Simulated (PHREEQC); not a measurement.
Make-up at 25 °C: 0.012 mol/kgw CdCl2. Closed to the air; pH follows from the charge balance.

Computed with PHREEQC (ion-association model, wateq4f.dat).

This is a speciation only: nothing precipitates in the calculation.

Predict the pH, ionic strength.

pH 5.84; ionic strength 0.0238 mol/kgw.

In which forms is Cl present?

Cl- 74 %, CdCl+ 23 %, CdCl2 2.6 % of the Cl.

Complexes and solids missing from the database can't appear.
